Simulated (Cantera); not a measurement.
Input: 1 mol TiCl4, 66 mol H2, at 802 °C and 0.130 bar.

Equilibrium computed with Cantera from the NASA thermochemical tables; the gas is ideal and each condensed phase is pure. Candidate condensed phases: Ti, TiCl2, TiCl3, TiCl4; 10 gas species. The numbers say what is thermodynamically allowed, not how fast it happens.

Base state: H2 0.976, HCl 0.00940, TiCl3 0.00940, TiCl4 0.00546 (mole fractions); condensed: gas only.

Q: What changes in the equilibrium state with this change: temperature from 802 °C to 1052 °C?

A: 
| species | before | after |
|---|---|---|
| H2 | 0.976 | 0.971 |
| HCl | 0.00940 | 0.0142 |
| TiCl3 | 0.00940 | 0.0138 |
| TiCl4 | 0.00546 | 0.000841 |
| TiCl2 | 2.69e-6 | 0.000194 |
The tables' values for TiCl2 are old estimates; treat these amounts as uncertain.
